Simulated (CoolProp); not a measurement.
Vapour-liquid equilibrium of carbon dioxide (1) + C2F6 (R116) (2) at -27.85 °C; x and y are mole fractions of (1).

The numbers come from the multi-fluid Helmholtz-energy mixture model, Span 1996 and Lemmon 2006; pair parameters Bell 2016 in CoolProp.

### Question
Give the bubble pressure and the first vapour's composition at x = 0.45, 0.55, 0.75. Is there an azeotrope?

### Answer
x = 0.45: 15.56 bar, y = 0.621; x = 0.55: 16.29 bar, y = 0.673; x = 0.75: 16.93 bar, y = 0.762. y crosses x between x = 0.75 and 0.85: the model has an azeotrope there.

Pair parameters are fitted to limited data, so mixtures are less certain than the pure fluids.
